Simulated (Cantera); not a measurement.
## Carbon deposition, reforming and gasification: CH₄ + CO₂ + H₂

Input: 1 mol CH₄, 0.031 mol CO₂, 43 mol H₂, held at 0.133 bar.

Method: chemical equilibrium by Gibbs-energy minimisation in Cantera with the NASA 1993 tables (ideal gas, pure condensed phases). Candidate condensed phases: C, C₆H₆, C₇H₈, C₈H₁₈, H₂O; 110 gas species. Equilibrium is a limit: real reactors are often held back by kinetics, nucleation or transport.

```json
[
 {"T (K)": "775", "x H₂": "0.975", "x CH₄": "0.0234", "x H₂O": "0.00139", "x CO": "2.14e-5", "x H": "2.68e-12", "x C₂H₂ (acetylene)": "<1e-12", "x CO₂": "1.54e-7", "n C(graphite)": "0"},
 {"T (K)": "875", "x H₂": "0.976", "x CH₄": "0.0228", "x H₂O": "0.000792", "x CO": "0.000614", "x H": "1.36e-10", "x C₂H₂ (acetylene)": "3.92e-12", "x CO₂": "1.31e-6", "n C(graphite)": "0"},
 {"T (K)": "975", "x H₂": "0.982", "x CH₄": "0.0162", "x H₂O": "0.000102", "x CO": "0.00130", "x H": "3.11e-9", "x C₂H₂ (acetylene)": "5.60e-10", "x CO₂": "2.15e-7", "n C(graphite)": "0.257"},
 {"T (K)": "1075", "x H₂": "0.993", "x CH₄": "0.00592", "x H₂O": "2.28e-5", "x CO": "0.00136", "x H": "4.00e-8", "x C₂H₂ (acetylene)": "7.47e-9", "x CO₂": "3.36e-8", "n C(graphite)": "0.705"},
 {"T (K)": "1175", "x H₂": "0.996", "x CH₄": "0.00253", "x H₂O": "6.32e-6", "x CO": "0.00137", "x H": "3.35e-7", "x C₂H₂ (acetylene)": "6.34e-8", "x CO₂": "6.81e-9", "n C(graphite)": "0.855"},
 {"T (K)": "1275", "x H₂": "0.997", "x CH₄": "0.00123", "x H₂O": "2.13e-6", "x CO": "0.00138", "x H": "2.02e-6", "x C₂H₂ (acetylene)": "3.83e-7", "x CO₂": "1.77e-9", "n C(graphite)": "0.914"},
 {"T (K)": "1375", "x H₂": "0.998", "x CH₄": "0.000661", "x H₂O": "8.42e-7", "x CO": "0.00138", "x H": "9.37e-6", "x C₂H₂ (acetylene)": "1.77e-6", "x CO₂": "5.62e-10", "n C(graphite)": "0.939"},
 {"T (K)": "1475", "x H₂": "0.998", "x CH₄": "0.000386", "x H₂O": "3.78e-7", "x CO": "0.00138", "x H": "3.55e-5", "x C₂H₂ (acetylene)": "6.66e-6", "x CO₂": "2.10e-10", "n C(graphite)": "0.951"},
 {"T (K)": "1575", "x H₂": "0.998", "x CH₄": "0.000242", "x H₂O": "1.88e-7", "x CO": "0.00138", "x H": "0.000114", "x C₂H₂ (acetylene)": "2.11e-5", "x CO₂": "8.93e-11", "n C(graphite)": "0.956"}
]
```
x: gas mole fraction; n: condensed amount in mol.

From 775 K to 875 K nothing is condensed. From 975 K to 1575 K the condensed part is C(graphite). The main C-bearing gas is CH₄ at 775 K and CO at 1575 K.
